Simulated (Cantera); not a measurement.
Mixture: 38.7 % H2, 12.9 % O2, 48.4 % N2, at 24000 Torr, adiabatic and at constant pressure. Ignition delay is the time to a rise of 400 K.

Cantera simulation using the H2/O2 subset of GRI-Mech 3.0, which has no nitrogen chemistry; the numbers are that mechanism's predictions, not measurements. The hydrogen kinetics of GRI-Mech 3.0 are dated; newer H2 mechanisms differ, most at raised pressure. The pressure lies above the range GRI-Mech 3.0 was tuned for (to about 10 atm).

Problem. Predict: delay at 1275 K; delay at 1325 K; delay at 1375 K; delay at 1425 K; delay at 1475 K; delay at 1525 K; delay at 1575 K; apparent activation energy between 1475 and 1575 K.

Solution. 
```json
{
  "delay at 1275 K": "27.8 µs",
  "delay at 1325 K": "12.1 µs",
  "delay at 1375 K": "5.01 µs",
  "delay at 1425 K": "2.08 µs",
  "delay at 1475 K": "1.04 µs",
  "delay at 1525 K": "0.656 µs",
  "delay at 1575 K": "0.475 µs",
  "apparent activation energy between 1475 and 1575 K": "150 kJ/mol"
}
```
